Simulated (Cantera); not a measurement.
Standard-state values (1 bar) from the NASA 1993 polynomials, evaluated with Cantera. Values are per mole of reaction as written; species without (g) are pure solids or liquids, kept so even where they would boil at 1 bar.

Question: Between 2148 and 2373 K, where is each reaction favourable under standard conditions?
- C + 2 PbO ⇌ 2 Pb(g) + CO₂(g)

Answer: 
- C + 2 PbO ⇌ 2 Pb(g) + CO₂(g): ΔG° is -347 kJ at 2148 K and -415 kJ at 2373 K; it stays negative (K > 1). ΔH° is 294 kJ and ΔS° 299 J/K at 2373 K.
